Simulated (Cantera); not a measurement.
A freely propagating, adiabatic, planar premixed flame of 32.2 % H2, 13.4 % O2, 53.8 % N2, 0.484 % H2O, equivalence ratio 1.2, unburnt at 650 K and 101000 Pa; mixture-averaged transport, grid criteria slope 0.08 and curve 0.16, no radiation.

Cantera simulation using the H2/O2 subset of GRI-Mech 3.0, which has no nitrogen chemistry; the numbers are that mechanism's predictions, not measurements. Burning velocities carry a grid error of a few per cent, more on coarse grids.

x: mole fraction of selected species; z is measured from the peak of heat release.

```
z (mm)  T (K)  u (m/s)    x H2     x O2    x H2O     x OH     x HO2       x H
------  -----  -------  ------  -------  -------  -------  --------  --------
-1.45     650     9.05   0.322    0.134  0.00484    <1e-8     <1e-8     <1e-8
-0.967    650     9.05   0.322    0.134  0.00484    <1e-8     <1e-8     <1e-8
-0.725    650     9.05   0.322    0.134  0.00484    <1e-8     <1e-8     <1e-8
-0.483    650     9.05   0.322    0.134  0.00484    <1e-8   4.75e-7   5.97e-8
-0.242    661     9.17   0.320    0.134  0.00535  3.87e-5  0.000192  0.000194
-0.121      ?     11.3       ?    0.130        ?        ?  0.000179         ?
0           ?     16.7       ?        ?        ?        ?         ?         ?
0.121    1576     20.5  0.0864   0.0313    0.212   0.0101   2.55e-5    0.0735
0.242    1718     22.2  0.0712   0.0183    0.236   0.0131   1.36e-5    0.0698
0.483    1868     23.9  0.0711   0.0142    0.246   0.0152   9.12e-6    0.0570
0.967    2027     25.6  0.0716   0.0111    0.257   0.0162   6.14e-6    0.0432
1.93     2178     27.2  0.0703  0.00803    0.269   0.0159   3.93e-6    0.0308
3.87     2313     28.6  0.0678  0.00521    0.282   0.0141   2.40e-6    0.0208
```

### Question
Some entries are withheld; supply them.

### Answer

- -0.121, T (K): 832
- -0.121, x H2: 0.292
- -0.121, x H2O: 0.0205
- -0.121, x OH: 0.000694
- -0.121, x H: 0.00677
- 0, T (K): 1265
- 0, x H2: 0.179
- 0, x O2: 0.0878
- 0, x H2O: 0.111
- 0, x OH: 0.00397
- 0, x HO2: 7.69e-5
- 0, x H: 0.0464
